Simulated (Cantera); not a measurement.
An isothermal, constant-pressure homogeneous reactor starts with NH₃ : N₂ = 1 : 2 (molar parts), at 1650 K and 13300 Pa. Integrator tolerance rtol = 1e-08.

Cantera simulation using the gas-phase N/H chemistry of the illustrative SiF4/NH3 mechanism in the Surface Chemkin manual (1991); the numbers are that mechanism's predictions, not measurements. Walls and surfaces, which speed up NH3 decomposition in real reactors, are not modelled.

What does this change do: temperature 1650 to 1375 K?


```csv
quantity,before,after
x(NH₃) at 5.00 s,0.220 (gas-phase equilibrium 9.82e-7),0.331 (gas-phase equilibrium 2.22e-6)
x(N₂H₂) at 5.00 s,2.97e-7 (gas-phase equilibrium <1e-12),1.27e-7 (gas-phase equilibrium <1e-12)
x(N) at 5.00 s,3.84e-8 (gas-phase equilibrium 4.29e-12),1.12e-10 (gas-phase equilibrium <1e-12)
x(H₂) at 5.00 s,0.128 (gas-phase equilibrium 0.375),0.00222 (gas-phase equilibrium 0.375)
x(N₂) at 5.00 s,0.652 (gas-phase equilibrium 0.625),0.666 (gas-phase equilibrium 0.625)
x(NH₂) at 5.00 s,8.24e-5 (gas-phase equilibrium 9.88e-10),1.47e-5 (gas-phase equilibrium 6.74e-11)
```

What does this change do: temperature 1650 to 2375 K?


```csv
quantity,before,after
x(NH₃) at 5.00 s,0.220 (gas-phase equilibrium 9.82e-7),2.70e-7 (gas-phase equilibrium 2.70e-7)
x(N₂H₂) at 5.00 s,2.97e-7 (gas-phase equilibrium <1e-12),<1e-12 (gas-phase equilibrium <1e-12)
x(N) at 5.00 s,3.84e-8 (gas-phase equilibrium 4.29e-12),1.85e-7 (gas-phase equilibrium 1.85e-7)
x(H₂) at 5.00 s,0.128 (gas-phase equilibrium 0.375),0.359 (gas-phase equilibrium 0.359)
x(N₂) at 5.00 s,0.652 (gas-phase equilibrium 0.625),0.618 (gas-phase equilibrium 0.618)
x(NH₂) at 5.00 s,8.24e-5 (gas-phase equilibrium 9.88e-10),5.64e-8 (gas-phase equilibrium 5.64e-8)
```
